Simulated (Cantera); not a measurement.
Input: 1 mol CH3SiH3, 0.65 mol C2H2, 1.8 mol H2, held at 75.0 Torr.

Method: chemical equilibrium by Gibbs-energy minimisation in Cantera with the NASA 1993 tables (ideal gas, pure condensed phases). Candidate condensed phases: C, C6H6, C7H8, C8H18, Si, SiC; 87 gas species. The feed counts by its element totals alone. Gases not in the tables: Si2H6 and higher silanes. Kinetics and transport are ignored. All values below are at 2250 K.

Base state: H2 0.973, H 0.0232, C2H2 (acetylene) 0.00326, Si 0.000738, SiH 9.26e-5, SiC2 8.53e-5, Si2C 5.11e-5, SiH2 4.54e-5 (mole fractions); condensed: C(graphite) + SiC(s).

**Question.** What changes in the equilibrium state with this change: pressure from 75.0 Torr to 300 Torr?

**Answer.** 
| species | before | after |
|---|---|---|
| H2 | 0.973 | 0.985 |
| H | 0.0232 | 0.0117 |
| C2H2 (acetylene) | 0.00326 | 0.00330 |
| Si | 0.000738 | 0.000184 |
| CH4 | 2.24e-5 | 9.18e-5 |
| Si2C | 5.11e-5 | 1.28e-5 |
| C(graphite), mol | 1.27 | 1.26 |
| SiC(s), mol | 0.994 | 0.998 |
